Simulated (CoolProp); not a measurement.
Computed with CoolProp (reference Helmholtz-energy equation of state, Zhou 2012).

Question: For m-xylene, give the phase and the cp (kJ/(kg K)), cv (kJ/(kg K)), expansivity (1/kK), conductivity (mW/(m K)) at 21.65 °C and 0.475 MPa.

Answer: 
- 21.65 °C and 0.475 MPa: liquid; cp 1.70, cv 1.30, expansivity 0.991, conductivity 131

Thermal conductivity comes from a separate model (Mylona 2014).
